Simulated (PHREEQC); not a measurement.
A solution holds 0.0019 mol/kgw LiOH, at 25 °C. Closed to the air; pH follows from the charge balance.

All values are PHREEQC results (ion-association model, wateq4f.dat), not measurements.

No solid was allowed to form.

**Question.** Predict the pH.

**Answer.** pH 11.26.
